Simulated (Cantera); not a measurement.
An isothermal, constant-pressure homogeneous reactor starts with 0.456 % H2, 20.7 % O2, 78.8 % N2, equivalence ratio 0.011, at 1250 K and 2670 Pa.

Computed with Cantera and the H2/O2 subset of GRI-Mech 3.0, which has no nitrogen chemistry. Radical loss at walls, strong at low pressure, is not modelled.

One state of this run: x H2 = 1.15e-6; x O2 = 0.205; x O = 0.000102; x H2O2 = 3.14e-9; x H = 1.64e-6; x H2O = 0.00454; x HO2 = 8.92e-8. x: mole fraction; the columns are a selection and need not sum to one.

Which value of t (s) does it belong to?
(A) 1.19
(B) 0.000168
(C) 2.00e-6
(D) 10.9

A, 1.19
